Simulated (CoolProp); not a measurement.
Nitrous oxide at 293.15 K and 7.43 MPa is throttled through a valve to 2.78 MPa with no heat exchange. Each further row changes one setting.

The numbers come from the reference Helmholtz-energy equation of state, Lemmon 2006 in CoolProp. It is a short technical equation, of lower accuracy than the large ones.

```
case                       temperature change (K)                       final phase  final density (kg/m³)
-------------------------  ----------------------  --------------------------------  ---------------------
as stated                                     ___                               ___                    268
outlet pressure 0.834 MPa                     ___                               ___                    ___
outlet pressure 3.61 MPa                    -14.2  two-phase, vapour fraction 0.137                    ___
```

Task: Fill in the missing entries.

Result: 
- as stated, temperature change (K): -24.5
- as stated, final phase: two-phase, vapour fraction 0.216
- outlet pressure 0.834 MPa, temperature change (K): -63.3
- outlet pressure 0.834 MPa, final phase: two-phase, vapour fraction 0.407
- outlet pressure 0.834 MPa, final density (kg/m³): 51.8
- outlet pressure 3.61 MPa, final density (kg/m³): 427
